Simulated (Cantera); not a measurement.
A closed system holds: 1 mol SiCl4, 17 mol O2, at 827 °C and 10000 Pa.

Equilibrium computed with Cantera from the NASA thermochemical tables; the gas is ideal and each condensed phase is pure. Candidate condensed phases: Si, SiO2; 15 gas species. The numbers say what is thermodynamically allowed, not how fast it happens.

Question: What is the equilibrium state?

Answer: 
| Item | Result |
|---|---|
| x(O2) | 0.888 |
| x(Cl2) | 0.110 |
| x(Cl) | 0.00159 |
| x(ClO) | 2.30e-5 |
| n(SiO2(β-quartz)) | 1.00 mol |
| gas amount | 18.01 mol |
| log10 activity of Si(s) (absent) | -32.79 |
